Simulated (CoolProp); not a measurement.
Values from CoolProp's reference Helmholtz-energy equation of state, Lemmon 2013.

Problem. For propylene, give the phase and the expansivity (1/kK), viscosity (µPa s), Prandtl number at -49.45 °C and 101 kPa.

Solution. 
- -49.45 °C and 101 kPa: liquid; expansivity 2.02, viscosity 200, Prandtl number 2.98

Viscosity comes from a separate model (Huber 2003), an estimate that may be off by 10 % or more. Thermal conductivity comes from a separate model (Huber 2003), an estimate that may be off by 10 % or more.
